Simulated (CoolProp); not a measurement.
Vapour-liquid equilibrium of carbon dioxide (1) + propane (2) at 0.835 MPa; x and y are mole fractions of (1).

The numbers come from the multi-fluid Helmholtz-energy mixture model, Span 1996 and Lemmon 2009; pair parameters Kunz 2012 in CoolProp.

```csv
x,"bubble temperature, mixture model (K)","bubble temperature, Raoult's law (K)","y, mixture model","y, Raoult's law"
0.05,279.5,283.4,…,0.271
0.2,…,264.3,…,0.656
0.35,239.7,252.7,…,0.813
0.5,…,244.5,0.894,0.894
0.65,232.3,238.3,…,0.942
0.8,230.6,233.4,0.934,0.973
0.95,228.8,229.4,0.974,0.994
```

What belongs in the gaps?


- 0.05, y, mixture model: 0.308
- 0.2, bubble temperature, mixture model (K): 251.9
- 0.2, y, mixture model: 0.739
- 0.35, y, mixture model: 0.854
- 0.5, bubble temperature, mixture model (K): 234.6
- 0.65, y, mixture model: 0.914

The largest gap from Raoult's law is -13.0 K in bubble temperature, at x = 0.35. No azeotrope shows between x = 0.05 and 0.95.

Pair parameters are fitted to limited data, so mixtures are less certain than the pure fluids. With so large a gap from Raoult's law the liquid may split in two, which this calculation doesn't test in full.
